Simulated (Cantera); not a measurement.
An isothermal, constant-pressure homogeneous reactor starts with H2 : O2 = 0.14 : 0.53 (molar parts), at 900 K and 430 Pa.

Computed with Cantera and GRI-Mech 3.0 (53 species, 325 reactions). Radical loss at walls, strong at low pressure, is not modelled. Below about 950 K walls govern HO2 and H2O2 in real vessels. The temperature is held fixed by assumption; the heat of reaction is taken as removed at once.

x: mole fraction; the columns are a selection and need not sum to one.

```json
[
 {"t (s)": "5.00e-6", "x H2": "0.209", "x O2": "0.791", "x O": "<1e-12", "x H": "<1e-12", "x H2O": "<1e-12"},
 {"t (s)": "1.79e-5", "x H2": "0.209", "x O2": "0.791", "x O": "<1e-12", "x H": "<1e-12", "x H2O": "<1e-12"},
 {"t (s)": "6.42e-5", "x H2": "0.209", "x O2": "0.791", "x O": "<1e-12", "x H": "1.55e-12", "x H2O": "<1e-12"},
 {"t (s)": "0.000230", "x H2": "0.209", "x O2": "0.791", "x O": "<1e-12", "x H": "5.45e-12", "x H2O": "<1e-12"},
 {"t (s)": "0.000823", "x H2": "0.209", "x O2": "0.791", "x O": "5.66e-12", "x H": "2.24e-11", "x H2O": "7.82e-12"},
 {"t (s)": "0.00295", "x H2": "0.209", "x O2": "0.791", "x O": "9.93e-11", "x H": "2.56e-10", "x H2O": "2.86e-10"},
 {"t (s)": "0.0106", "x H2": "0.209", "x O2": "0.791", "x O": "1.43e-7", "x H": "3.54e-7", "x H2O": "5.01e-7"},
 {"t (s)": "0.0379", "x H2": "0.0117", "x O2": "0.721", "x O": "0.0259", "x H": "0.0707", "x H2O": "0.168"},
 {"t (s)": "0.136", "x H2": "0.00114", "x O2": "0.764", "x O": "0.00264", "x H": "0.00169", "x H2O": "0.230"},
 {"t (s)": "0.486", "x H2": "5.59e-5", "x O2": "0.767", "x O": "0.000104", "x H": "1.07e-5", "x H2O": "0.233"},
 {"t (s)": "1.74", "x H2": "…", "x O2": "0.767", "x O": "…", "x H": "…", "x H2O": "0.233"},
 {"t (s)": "6.23", "x H2": "3.10e-7", "x O2": "0.767", "x O": "1.08e-6", "x H": "1.14e-8", "x H2O": "0.233"},
 {"t (s)": "22.3", "x H2": "…", "x O2": "0.767", "x O": "…", "x H": "9.44e-10", "x H2O": "0.233"},
 {"t (s)": "80.0", "x H2": "9.01e-9", "x O2": "0.767", "x O": "4.72e-8", "x H": "1.03e-10", "x H2O": "0.233"}
]
```

Problem. Some entries are withheld; supply them.

Solution. 
- 1.74, x H2: 3.68e-6
- 1.74, x O: 8.05e-6
- 1.74, x H: 2.34e-7
- 22.3, x H2: 4.41e-8
- 22.3, x O: 2.06e-7
